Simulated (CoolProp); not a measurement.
Properties of R1336mzz(Z) at several states.

Computed with CoolProp (reference Helmholtz-energy equation of state, McLinden 2020).

```
T (°C)  p (MPa)   phase  density (kg/m³)  cp (kJ/(kg K))  cv (kJ/(kg K))  speed of sound (m/s)  Joule-Thomson coefficient (K/MPa)
------  -------  ------  ---------------  --------------  --------------  --------------------  ---------------------------------
143.85    0.407     gas            20.62           1.066          0.9943                 140.3                              12.60
36.35    0.0783     gas            5.191          0.8888          0.8256                 124.9                              35.15
196.35    0.222     gas            9.545           1.099           1.042                 154.8                              8.393
166.25    0.729     gas            36.37           1.112           1.026                 139.3                              11.19
147.35   0.0134     gas           0.6300           1.036          0.9845                 149.4                              11.29
13.75      4.98  liquid             1408           1.188          0.8849                 700.1                            -0.3065
```
